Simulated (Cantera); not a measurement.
Cantera with NASA thermochemical tables; ideal gases at 1 bar, condensed phases pure. Values are per mole of reaction as written; species without (g) are pure solids or liquids, kept so even where they would boil at 1 bar.

N₂(g) + 9 NiS + 3 H₂S(g) → 3 Ni₃S₄ + 2 NH₃(g)

```
T (K)  ΔH° (kJ)  ΔS° (J/K)  ΔG° (kJ)  log10 K
-----  --------  ---------  --------  -------
398           ?          ?         ?        ?
448           ?          ?         ?        ?
498      -137.8     -328.4      25.8    -2.70
548           ?          ?         ?        ?
598      -132.0     -317.8      58.1    -5.07
```

### Question
Some entries are withheld; supply them.

### Answer

- 398, ΔH° (kJ): -141.3
- 398, ΔS° (J/K): -336.2
- 398, ΔG° (kJ): -7.5
- 398, log10 K: 0.98
- 448, ΔH° (kJ): -139.8
- 448, ΔS° (J/K): -332.6
- 448, ΔG° (kJ): 9.2
- 448, log10 K: -1.08
- 548, ΔH° (kJ): -135.2
- 548, ΔS° (J/K): -323.4
- 548, ΔG° (kJ): 42.1
- 548, log10 K: -4.01
